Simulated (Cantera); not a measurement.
Input: 1 mol PbF2, 0.12 mol HF, 0.11 mol H2, held at 1523 K.

Method: chemical equilibrium by Gibbs-energy minimisation in Cantera with the NASA 1993 tables (ideal gas, pure condensed phases). Candidate condensed phases: Pb, PbF2; 16 gas species. Each liquid is taken as pure. Mutual solubility and eutectic melting of coexisting phases are not modelled. Kinetics and transport are ignored.

### Question
At 750 Torr, list the 7 most abundant gas species with their mole fractions, and the condensed phases.

### Answer
HF 0.681, PbF2 0.190, PbF4 0.0790, Pb 0.0306, PbF 0.0191, H2 0.000637, Pb2 1.48e-5. Condensed: Pb(l) + PbF2(l).
